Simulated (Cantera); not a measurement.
**Equilibrium for silicon nitride deposition: Si2Cl6 + N2 + H2**

A closed system holds: 1 mol Si2Cl6, 91 mol N2, 9.2 mol H2, held at 30.0 Pa.

Method: chemical equilibrium by Gibbs-energy minimisation in Cantera with the NASA 1993 tables (ideal gas, pure condensed phases). Candidate condensed phases: NH4Cl, Si, Si3N4; 28 gas species. The feed counts by its element totals alone. The tables' values for SiCl, SiN, SiCl3 are old estimates; treat these amounts as uncertain. Rates play no part.

| T (K) | x N2 | x H2 | x HCl | x H | x SiCl2 | x Si |
|---|---|---|---|---|---|---|
| 1750 | 0.877 | 0.0744 | 0.0248 | 0.00366 | 0.0157 | 0.00287 |
| 1775 | 0.876 | 0.0732 | 0.0261 | 0.00452 | 0.0149 | 0.00364 |
| 1800 | 0.874 | 0.0718 | 0.0275 | 0.00554 | 0.0139 | 0.00450 |
| 1825 | 0.873 | 0.0704 | 0.0290 | 0.00674 | 0.0128 | 0.00545 |
| 1850 | 0.871 | 0.0687 | 0.0304 | 0.00815 | 0.0117 | 0.00646 |
| 1875 | 0.869 | 0.0670 | 0.0318 | 0.00980 | 0.0105 | 0.00753 |
| 1900 | 0.867 | 0.0652 | 0.0331 | 0.0117 | 0.00931 | 0.00863 |
| 1925 | 0.864 | 0.0633 | 0.0341 | 0.0139 | 0.00811 | 0.00975 |
| 1950 | 0.861 | 0.0614 | 0.0349 | 0.0164 | 0.00692 | 0.0109 |
| 1975 | 0.858 | 0.0594 | 0.0354 | 0.0193 | 0.00578 | 0.0119 |
x: gas mole fraction; nothing condenses.

From 1750 K to 1975 K nothing is condensed. The main Si-bearing gas is SiCl2 at 1750 K and Si at 1975 K.
